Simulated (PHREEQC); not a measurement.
## Metal-bearing waste water (model solution)

Dissolve 0.00019 mol/kgw CdCl2, 0.019 mol/kgw MgSO4 and 0.024 mol/kgw HCl at 4.2 °C. Closed to the air; pH follows from the charge balance.

Model: ion-association model, phreeqc.dat, run in PHREEQC.

The pH comes out as 1.80 and the ionic strength is 0.0748 mol/kgw. The specific conductance is 5570 µS/cm and the density is 1.003 g/cm³. The total alkalinity is -24.0 meq/kg.

```
species  molality  activity   log γ
-------  --------  --------  ------
Cl-        0.0243    0.0193  -0.101
H+         0.0187    0.0158  -0.075
Mg+2       0.0153   0.00686  -0.348
SO4-2     0.00996   0.00418  -0.377
HSO4-     0.00528   0.00424  -0.095
MgSO4     0.00372   0.00378   0.007
Cd+2      7.83e-5   3.27e-5  -0.380
```

This is a speciation only: nothing precipitates in the calculation. Away from 25 °C the constants follow the database's enthalpies or fits; those with neither stay at their 25 °C values.
